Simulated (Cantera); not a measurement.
## Equilibrium for roasting and sulfation: MgO + SO₃ + N₂

Feed: 1 mol MgO, 0.75 mol SO₃, 0.55 mol N₂, at 1 atm.

Cantera equilibrium calculation (NASA polynomials, part measured and part estimated; ideal gas, pure solids and liquids). Candidate condensed phases: Mg, MgO, MgS, MgSO₄, S; 22 gas species. Mutual solubility and eutectic melting of coexisting phases are not modelled. Kinetics and transport are ignored.

| T (K) | log p N₂ | log p SO₂ | log p O₂ | log p SO₃ | log p NO | n MgO(s) | n MgSO₄(s) |
|---|---|---|---|---|---|---|---|
| 1250 | -0.06 | -1.01 | -1.31 | -2.43 | -3.85 | 0.314 | 0.686 |
| 1300 | -0.19 | -0.62 | -0.92 | -1.99 | -3.57 | 0.464 | 0.536 |
| 1350 | -0.47 | -0.36 | -0.66 | -1.74 | -3.44 | 1.00 | 0 |
| 1400 | -0.48 | -0.35 | -0.65 | -1.87 | -3.31 | 1.00 | 0 |
| 1450 | -0.48 | -0.35 | -0.65 | -1.99 | -3.20 | 1.00 | 0 |
| 1500 | -0.48 | -0.35 | -0.65 | -2.10 | -3.09 | 1.00 | 0 |
| 1550 | -0.48 | -0.35 | -0.65 | -2.21 | -2.98 | 1.00 | 0 |
| 1600 | -0.48 | -0.35 | -0.65 | -2.31 | -2.89 | 1.00 | 0 |
| 1650 | -0.48 | -0.35 | -0.65 | -2.40 | -2.80 | 1.00 | 0 |
| 1700 | -0.48 | -0.35 | -0.65 | -2.49 | -2.71 | 1.00 | 0 |
| 1750 | -0.48 | -0.35 | -0.65 | -2.57 | -2.63 | 1.00 | 0 |
log p: log10 of the partial pressure in bar; n: condensed amount in mol.

From 1250 K to 1300 K the condensed part is MgO(s) + MgSO₄(s). From 1350 K to 1750 K the condensed part is MgO(s).
